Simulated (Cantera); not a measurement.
A Cantera script and what it prints.

```python
import numpy as np
import cantera as ct

gas_names = [...]  # 114 gases of nasa_gas.yaml made of C, Fe, H, O
cond_names = """
    C(gr) C6H6(L) C7H8(L) C8H18(L),n-octa Fe(a) Fe(c) Fe(d) Fe(L) FeC5O5(L) FeO(s) FeO(L) Fe(OH)2(s)
    Fe(OH)3(s) Fe2O3(s) Fe3O4(s) H2O(s) H2O(L)
""".split()


# ... load() reads the species with a 1 bar reference pressure and builds the phases ...
atoms = {
    'Fe3O4': {'Fe': 3, 'O': 4},
    'C': {'C': 1},
    'H2': {'H': 2},
}
top_T = {'C(gr)': 4500, 'Fe2O3(s)': 1830, 'Fe3O4(s)': 1870}  # K; cautious upper limits of use, not melting points


# ... equilibrate(T, P, feed) seeds the gas with the atoms and calls Mixture.equilibrate('TP', solver="vcs", rtol=1e-11, max_steps=5000) ...
results = []
feed = {'Fe3O4': 1, 'C': 0.52, 'H2': 15}  # mol
T = 1750  # K
P = 110  # Pa
mix = equilibrate(T, P, feed)
results.append((T, P, feed, dict(zip(mix.species_names, mix.species_moles))))
print(gas.report(threshold=0.001))
for i in range(1, mix.n_phases):
    print(f"{mix.phase(i).name:16s} {mix.phase_moles(i):12.5e} mol")
```

It prints:

```
       temperature   1750 K
          pressure   110 Pa
           density   5.3545e-05 kg/m^3
  mean mol. weight   7.0827 kg/kmol
   phase of matter   gas

                          1 kg             1 kmol
                     ---------------   ---------------
          enthalpy       -3.5973e+05       -2.5479e+06  J
   internal energy       -2.4141e+06       -1.7098e+07  J
           entropy             37544        2.6592e+05  J/K
    Gibbs function       -6.6062e+07        -4.679e+08  J
 heat capacity c_p            5198.5             36820  J/K
 heat capacity c_v            4024.6             28505  J/K

                      mass frac. Y      mole frac. X     chem. pot. / RT
                     ---------------   ---------------   ---------------
                CO           0.12048          0.030465           -45.156
               CO2          0.015611         0.0025124           -70.822
                Fe          0.099881          0.012668            -7.081
                 H         0.0008528         0.0059922           -13.095
                H2           0.20784            0.7302            -26.19
               H2O            0.5545           0.21801           -51.856
     [ +108 minor]        0.00083109        0.00015876

C(gr)             0.00000e+00 mol
Fe(d)             2.79941e+00 mol
FeC5O5(L)         0.00000e+00 mol
FeO(L)            0.00000e+00 mol
Fe2O3(s)          0.00000e+00 mol
Fe3O4(s)          0.00000e+00 mol
```

These are equilibrium values from Cantera (NASA tables, ideal gas, pure condensed phases), not measurements of a reactor.
